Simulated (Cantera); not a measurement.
A freely propagating, adiabatic, planar premixed flame of 18.6 % CO, 18.4 % H₂, 15.4 % O₂, 47.7 % N₂, equivalence ratio 1.2, unburnt at 598 K and 0.197 atm; mixture-averaged transport, grid criteria slope 0.08 and curve 0.16, no radiation.

Cantera simulation using GRI-Mech 3.0 (53 species, 325 reactions); the numbers are that mechanism's predictions, not measurements. Burning velocities carry a grid error of a few per cent, more on coarse grids.

x: mole fraction of selected species; z is measured from the peak of heat release.

```csv
z (mm),T (K),u (m/s),x CO,x H₂,x O₂,x H₂O,x NO,x H₂O₂
-12.9,598,5.13,0.186,0.184,0.154,<1e-8,<1e-8,<1e-8
-8.60,598,5.13,0.186,0.184,0.154,<1e-8,<1e-8,<1e-8
-6.45,598,5.13,0.186,0.184,0.154,<1e-8,<1e-8,<1e-8
-4.30,598,5.13,0.186,0.184,0.154,<1e-8,<1e-8,<1e-8
-2.15,602,5.16,0.186,0.183,0.154,0.000139,<1e-8,(withheld)
-1.08,718,6.11,0.185,0.168,0.150,0.00733,<1e-8,(withheld)
0,1134,9.44,0.169,0.0758,0.106,0.0756,5.10e-7,(withheld)
1.08,1442,11.8,0.128,0.0283,0.0514,0.125,4.17e-6,(withheld)
2.15,1585,12.8,0.104,0.0303,0.0398,0.123,8.85e-6,(withheld)
4.30,1731,13.8,0.0960,0.0326,0.0344,0.126,1.70e-5,(withheld)
8.60,1883,14.9,0.0993,0.0320,0.0320,0.135,2.90e-5,(withheld)
17.2,2047,15.9,0.101,0.0300,0.0290,0.146,4.93e-5,(withheld)
34.4,2212,17.0,0.0991,0.0271,0.0250,0.157,0.000102,(withheld)
```

Q: Fill in the missing entries.

A: 
- -2.15, x H₂O₂: 5.96e-7
- -1.08, x H₂O₂: 1.70e-6
- 0, x H₂O₂: 1.06e-6
- 1.08, x H₂O₂: 7.45e-7
- 2.15, x H₂O₂: 4.66e-7
- 4.30, x H₂O₂: 2.67e-7
- 8.60, x H₂O₂: 1.49e-7
- 17.2, x H₂O₂: 8.42e-8
- 34.4, x H₂O₂: 5.43e-8
